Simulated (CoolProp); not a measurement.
Aqueous ethylene glycol as a coolant, at 32 °C, 1 atm.

Computed with CoolProp (Melinder's fits for secondary coolants).

| mass % | freezing point (°C) | viscosity (mPa s) | density (kg/m³) | cp (kJ/(kg K)) | Prandtl number |
|---|---|---|---|---|---|
| 3.7 | -1.2 | 0.825 | 999.3 | ___ | ___ |
| 8.4 | ___ | 0.915 | 1005 | 4.075 | 6.47 |
| 13.1 | -4.6 | 1.02 | 1011 | 4.015 | 7.43 |
| 17.9 | -6.8 | 1.15 | 1017 | 3.949 | 8.58 |
| 22.6 | -9.4 | 1.30 | 1023 | ___ | 9.88 |
| 27.3 | -12.5 | 1.46 | 1029 | 3.800 | 11.3 |
| 32.1 | -16.3 | 1.64 | 1036 | 3.715 | 13.0 |
| 36.8 | -20.5 | 1.84 | 1042 | 3.628 | 14.9 |
| 41.5 | -25.4 | 2.07 | 1048 | 3.538 | 17.1 |
| 46.3 | -31.1 | ___ | 1054 | 3.446 | 19.7 |

Task: Complete the blanks.

Result: 
- 3.7, cp (kJ/(kg K)): 4.132
- 3.7, Prandtl number: 5.68
- 8.4, freezing point (°C): -2.8
- 22.6, cp (kJ/(kg K)): 3.878
- 46.3, viscosity (mPa s): 2.34
